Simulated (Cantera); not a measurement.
Mixture: C3H8 : O2 : N2 = 1 : 9.26 : 52.8 (molar parts), equivalence ratio 0.54, at 2.20 bar, adiabatic and at constant volume. Ignition delay is the time to a rise of 400 K.

Model: GRI-Mech 3.0 (53 species, 325 reactions), integrated in Cantera. GRI-Mech 3.0 was tuned for natural gas; its chemistry of propane as a main component is partial and can be far from experiment.

Problem. Predict: delay at 1173 K; delay at 1248 K; delay at 1323 K; delay at 1398 K; delay at 1473 K; apparent activation energy between 1323 and 1473 K.

Solution. 
```json
{
  "delay at 1173 K": "8.33 ms",
  "delay at 1248 K": "1.88 ms",
  "delay at 1323 K": "0.510 ms",
  "delay at 1398 K": "0.170 ms",
  "delay at 1473 K": "69.3 µs",
  "apparent activation energy between 1323 and 1473 K": "220 kJ/mol"
}
```
